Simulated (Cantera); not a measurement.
A closed system holds: 1 mol SiCl₄, 0.53 mol Cl₂, 17 mol H₂, held at 923.15 K and 240 Torr.

Method: chemical equilibrium by Gibbs-energy minimisation in Cantera with the NASA 1993 tables (ideal gas, pure condensed phases). Candidate condensed phases: Si; 19 gas species. The tables' values for SiCl₃ are old estimates; treat these amounts as uncertain. The numbers say what is thermodynamically allowed, not how fast it happens.

What is the equilibrium state?


```
Item                                  Value
--------------------------------  ---------
x(H₂)                                 0.886
x(HCl)                               0.0600
x(SiCl₄)                             0.0512
x(SiHCl₃)                           0.00270
x(SiCl₃)                            3.02e-5
x(SiH₂Cl₂)                          1.40e-5
gas amount                        18.53 mol
log10 activity of Si(s) (absent)      -3.91
```
